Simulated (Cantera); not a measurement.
Feed: 1 mol Si2H6, 3.1 mol NO, 37 mol H2, 0.072 mol O3, equilibrated at 1327 °C and 250 Pa.

Equilibrium computed with Cantera from the NASA thermochemical tables; the gas is ideal and each condensed phase is pure. Candidate condensed phases: H2O, Si, SiO2, Si2N2O, Si3N4; 35 gas species. The feed counts by its element totals alone. The tables hold silica as quartz up to 1696 K and as liquid above; real silica turns to tridymite and cristobalite and melts near 1996 K. Equilibrium is a limit: real reactors are often held back by kinetics, nucleation or transport.

Base state: H2 0.945, N2 0.0367, SiO 0.0168, H 0.00106, H2O 0.000579 (mole fractions); condensed: SiO2(β-quartz).

**Question.** What changes in the equilibrium state with this change: temperature from 1327 °C to 302 °C?

**Answer.** 
```json
[
 {"species": "H2", "before": "0.945", "after": "0.968"},
 {"species": "N2", "before": "0.0367", "after": "0.0320"},
 {"species": "NH3", "before": "2.05e-8", "after": "2.77e-5"},
 {"species": "SiO", "before": "0.0168", "after": "<1e-9"},
 {"species": "H", "before": "0.00106", "after": "<1e-9"},
 {"species": "H2O", "before": "0.000579", "after": "1.18e-7"},
 {"species": "SiO2(β-quartz), mol", "before": "1.29", "after": "0"},
 {"species": "SiO2(α-quartz), mol", "before": "0", "after": "1.54"},
 {"species": "Si2N2O(s), mol", "before": "0", "after": "0.228"}
]
```

**Question.** What changes in the equilibrium state with this change: temperature from 1327 °C to 452 °C?

**Answer.** 
| species | before | after |
|---|---|---|
| H2 | 0.945 | 0.968 |
| N2 | 0.0367 | 0.0320 |
| H2O | 0.000579 | 8.57e-7 |
| SiO | 0.0168 | <1e-9 |
| H | 0.00106 | <1e-9 |
| SiO2(β-quartz), mol | 1.29 | 0 |
| SiO2(α-quartz), mol | 0 | 1.54 |
| Si2N2O(s), mol | 0 | 0.228 |
